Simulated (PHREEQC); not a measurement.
0.42 g of hydrous ferric oxide (600 m²/g; 0.2 weak and 0.005 strong sites per Fe, Dzombak-Morel constants, diffuse double layer) in 1 kg of water with 0.3 mol/kgw of an inert sodium salt and 0.0011 mmol/kgw NiCl2 and 0.2 mmol/kgw CaCl2, at 25 °C; the pH is set by adding NaOH or the inert anion's acid. O2 is buffered at 0.21 atm. The system is closed to CO2. Nothing may precipitate in this run.

Equilibrium calculation in PHREEQC: ion-association model, wateq4f.dat.

```csv
pH,Ni sorbed (%),Ca sorbed (%),surface charge σ (C/m²)
3,0.0,0.0,0.368
3.5,0.0,0.0,0.363
4,0.0,0.0,0.349
4.5,0.1,0.0,0.318
5,0.6,0.0,0.269
5.5,4.7,0.0,0.211
6,26.9,0.1,0.154
6.5,72.2,0.2,0.106
7,94.5,1.1,0.067
7.5,98.9,3.9,0.036
8,99.7,9.6,0.010
8.5,99.9,21.0,-0.014
9,100.0,47.4,-0.035
```

The oxide is taken as insoluble; below pH 4 it would dissolve.
